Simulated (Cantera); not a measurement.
**Adiabatic ignition**

An adiabatic, constant-pressure homogeneous reactor starts with 10.0 % CH₃OH, 7.50 % O₂, 82.5 % N₂, at 1525 K and 1.00 bar.

Cantera simulation using GRI-Mech 3.0 (53 species, 325 reactions); the numbers are that mechanism's predictions, not measurements. GRI-Mech 3.0 was tuned for natural gas; its chemistry of methanol as a main component is partial and can be far from experiment.

```csv
t (s),T (K),x CH₃OH,x O₂,x HCO,x NO,x HCN,x H₂O
2.00e-6,1525,0.1000,0.0750,4.01e-10,<1e-12,<1e-12,1.04e-5
6.59e-6,1525,0.0999,0.0749,2.28e-9,<1e-12,<1e-12,3.64e-5
2.17e-5,1525,0.0996,0.0748,1.90e-8,1.49e-12,1.63e-12,0.000140
7.17e-5,1526,0.0973,0.0737,4.68e-7,1.01e-11,1.22e-11,0.00117
0.000236,1890,6.92e-10,0.00372,4.53e-7,8.87e-7,2.54e-7,0.105
0.000779,2104,<1e-12,0.000159,1.42e-7,1.46e-5,7.14e-11,0.107
0.00257,2157,<1e-12,1.70e-5,4.96e-8,1.83e-5,7.38e-10,0.110
0.00847,2171,<1e-12,3.38e-6,2.31e-8,1.98e-5,5.65e-9,0.111
0.0279,2172,<1e-12,2.64e-6,2.06e-8,2.17e-5,1.01e-8,0.111
0.0920,2172,<1e-12,2.63e-6,2.06e-8,2.69e-5,1.25e-8,0.111
0.303,2172,<1e-12,2.63e-6,2.05e-8,3.64e-5,1.69e-8,0.111
1.00,2172,<1e-12,2.63e-6,2.05e-8,4.05e-5,1.87e-8,0.111
```
x: mole fraction; the columns are a selection and need not sum to one.

- time of steepest temperature rise: 0.205 ms
- temperature at 1.00 s: 2172 K
- equilibrium temperature: 2172 K
- x(CH₃OH) at 1.00 s: <1e-12 (gas-phase equilibrium <1e-12)
- x(O₂) at 1.00 s: 2.63e-6 (gas-phase equilibrium 2.63e-6)
- x(HCO) at 1.00 s: 2.05e-8 (gas-phase equilibrium 2.05e-8)
